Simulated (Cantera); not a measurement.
# H2O + SO2 + O2 (abatement and gas-phase synthesis)

Feed: 1 mol H2O, 0.21 mol SO2, 0.5 mol O2, equilibrated at 0.133 bar.

Equilibrium computed with Cantera from the NASA thermochemical tables; the gas is ideal and each condensed phase is pure. Candidate condensed phases: H2O, H2SO4, S; 19 gas species. Kinetics and transport are ignored.

```json
[
 {"T (°C)": "850", "x H2O": "0.588", "x O2": "0.288", "x SO2": "0.112", "x SO3": "0.0110", "x OH": "4.25e-6"},
 {"T (°C)": "950", "x H2O": "0.586", "x O2": "0.291", "x SO2": "0.118", "x SO3": "0.00498", "x OH": "1.77e-5"},
 {"T (°C)": "1050", "x H2O": "0.585", "x O2": "0.291", "x SO2": "0.120", "x SO3": "0.00248", "x OH": "5.93e-5"},
 {"T (°C)": "1150", "x H2O": "0.585", "x O2": "0.292", "x SO2": "0.122", "x SO3": "0.00136", "x OH": "0.000168"},
 {"T (°C)": "1250", "x H2O": "0.585", "x O2": "0.292", "x SO2": "0.122", "x SO3": "0.000802", "x OH": "0.000414"},
 {"T (°C)": "1350", "x H2O": "0.584", "x O2": "0.292", "x SO2": "0.122", "x SO3": "0.000505", "x OH": "0.000914"},
 {"T (°C)": "1450", "x H2O": "0.584", "x O2": "0.292", "x SO2": "0.122", "x SO3": "0.000336", "x OH": "0.00184"},
 {"T (°C)": "1550", "x H2O": "0.582", "x O2": "0.291", "x SO2": "0.122", "x SO3": "0.000234", "x OH": "0.00343"}
]
```
x: gas mole fraction; nothing condenses.

From 850 °C to 1550 °C nothing is condensed.
